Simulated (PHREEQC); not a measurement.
A solution holds 0.044 mol ZnSO4 and 0.0025 mol KHSO4 per kg of water, at 25 °C. Closed to the air; pH follows from the charge balance.

Model: ion-association model, phreeqc.dat, run in PHREEQC.

No solid was allowed to form.

### Question
Order these Zn species by the share of Zn that they hold, largest first: Zn+2, ZnSO4, Zn(SO4)2-2.

### Answer
Zn+2 (54 %), ZnSO4 (38 %), Zn(SO4)2-2 (7.1 %)

### Question
Order these S species by the share of S that they hold, largest first: SO4-2, ZnSO4, Zn(SO4)2-2, KSO4-, HSO4-.

### Answer
SO4-2 (48 %), ZnSO4 (36 %), Zn(SO4)2-2 (13 %), HSO4- (2.5 %), KSO4- (0.28 %)

The pH is 2.95 and the ionic strength 0.101 mol/kgw.
